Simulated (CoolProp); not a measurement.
Aqueous sodium chloride as a coolant, 18 % by mass, freezing at -14.1 °C, 1 atm.

Model: Melinder's fits for secondary coolants, in CoolProp.

| T (°C) | viscosity (mPa s) | Prandtl number | cp (kJ/(kg K)) | conductivity (W/(m K)) |
|---|---|---|---|---|
| -12 | 3.87 | 24.8 | 3.409 | 0.531 |
| -6.3 | 3.14 | 19.9 | 3.422 | 0.540 |
| -0.5 | 2.58 | 16.1 | 3.434 | 0.549 |
| 5.2 | 2.15 | 13.3 | 3.444 | 0.558 |
| 11 | 1.82 | 11.1 | 3.453 | 0.567 |
| 16.8 | 1.56 | 9.40 | 3.461 | 0.575 |
| 22.5 | 1.36 | 8.09 | 3.467 | 0.584 |
| 28.3 | 1.21 | 7.05 | 3.472 | 0.593 |
| 34 | 1.08 | 6.25 | 3.476 | 0.602 |
